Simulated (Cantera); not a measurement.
**Low-pressure radical oxidation in H2/O2**

An isothermal, constant-pressure homogeneous reactor starts with 19.4 % H2, 80.6 % O2, at 1098 K and 7.50 Torr.

Cantera simulation using GRI-Mech 3.0 (53 species, 325 reactions); the numbers are that mechanism's predictions, not measurements. Radical loss at walls, strong at low pressure, is not modelled. The temperature is held fixed by assumption; the heat of reaction is taken as removed at once.

```json
[
 {"t (s)": "0.000300", "x H2": "0.194", "x O2": "0.806", "x H2O2": "2.63e-12", "x H": "7.47e-9", "x OH": "2.11e-9"},
 {"t (s)": "0.00103", "x H2": "0.194", "x O2": "0.806", "x H2O2": "3.55e-11", "x H": "1.30e-6", "x OH": "3.89e-7"},
 {"t (s)": "0.00354", "x H2": "0.0163", "x O2": "0.713", "x H2O2": "2.70e-7", "x H": "0.0740", "x OH": "0.00826"},
 {"t (s)": "0.0122", "x H2": "0.00559", "x O2": "0.740", "x H2O2": "2.48e-7", "x H": "0.0326", "x OH": "0.00551"},
 {"t (s)": "0.0418", "x H2": "0.00111", "x O2": "0.778", "x H2O2": "3.35e-7", "x H": "0.00249", "x OH": "0.00242"},
 {"t (s)": "0.144", "x H2": "7.42e-5", "x O2": "0.785", "x H2O2": "1.88e-7", "x H": "4.19e-5", "x OH": "0.000618"},
 {"t (s)": "0.493", "x H2": "6.55e-6", "x O2": "0.786", "x H2O2": "6.19e-8", "x H": "1.18e-6", "x OH": "0.000189"},
 {"t (s)": "1.69", "x H2": "9.70e-7", "x O2": "0.786", "x H2O2": "1.96e-8", "x H": "7.20e-8", "x OH": "7.43e-5"},
 {"t (s)": "5.82", "x H2": "1.97e-7", "x O2": "0.786", "x H2O2": "6.19e-9", "x H": "6.86e-9", "x OH": "3.39e-5"},
 {"t (s)": "20.0", "x H2": "4.73e-8", "x O2": "0.786", "x H2O2": "1.92e-9", "x H": "8.25e-10", "x OH": "1.67e-5"}
]
```
x: mole fraction; the columns are a selection and need not sum to one.

Equilibrium at this temperature and pressure: H2 3.05e-9, O2 0.786, H2O2 1.68e-10, H 1.38e-11, OH 4.25e-6 (gas phase only).
